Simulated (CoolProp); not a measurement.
Aqueous propylene glycol as a coolant, at 1 °C, 1 atm.

The numbers come from the Melinder's fits for secondary coolants in CoolProp.

```
mass %  freezing point (°C)  viscosity (mPa s)  cp (kJ/(kg K))  density (kg/m³)  conductivity (W/(m K))
------  -------------------  -----------------  --------------  ---------------  ----------------------
3.2                    -0.7               2.00           4.156             1003                   0.548
11.3                   -3.4               2.79               ?             1011                       ?
19.5                   -6.9               4.03           3.944             1019                   0.474
27.7                  -11.4               6.02               ?                ?                       ?
35.8                      ?               9.09           3.716             1038                   0.405
44                        ?                  ?           3.572             1046                   0.373
52.2                  -35.5               19.7           3.413             1052                   0.342
```

### Question
Some entries are withheld; supply them.

### Answer

- 11.3, cp (kJ/(kg K)): 4.043
- 11.3, conductivity (W/(m K)): 0.511
- 27.7, cp (kJ/(kg K)): 3.838
- 27.7, density (kg/m³): 1029
- 27.7, conductivity (W/(m K)): 0.439
- 35.8, freezing point (°C): -16.9
- 44, freezing point (°C): -24.6
- 44, viscosity (mPa s): 13.6
